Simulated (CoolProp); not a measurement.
Vapour-liquid equilibrium of R113 (1) + n-hexane (2) at 58.25 °C; x and y are mole fractions of (1).

Model: multi-fluid Helmholtz-energy mixture model, Marx 1992 and Thol 2019; pair parameters Bell 2016, in CoolProp.

| x | bubble pressure, mixture model (bar) | bubble pressure, Raoult's law (bar) | y, mixture model | y, Raoult's law |
|---|---|---|---|---|
| 0.05 | 0.7780 | 0.7557 | 0.117 | 0.094 |
| 0.15 | 0.8813 | 0.8260 | 0.294 | 0.259 |
| 0.25 | 0.9716 | 0.8964 | 0.425 | 0.397 |
| 0.35 | 1.052 | 0.9667 | 0.530 | 0.516 |
| 0.45 | 1.123 | 1.037 | 0.617 | 0.618 |
| 0.55 | 1.188 | 1.107 | 0.694 | 0.707 |
| 0.65 | 1.247 | 1.178 | 0.764 | 0.786 |
| 0.75 | 1.302 | 1.248 | 0.831 | 0.856 |
| 0.85 | 1.354 | 1.318 | 0.898 | 0.918 |
| 0.95 | 1.401 | 1.389 | 0.965 | 0.974 |

The largest gap from Raoult's law is +8.8 % in bubble pressure, at x = 0.35. No azeotrope shows between x = 0.05 and 0.95.

Pair parameters are fitted to limited data, so mixtures are less certain than the pure fluids.
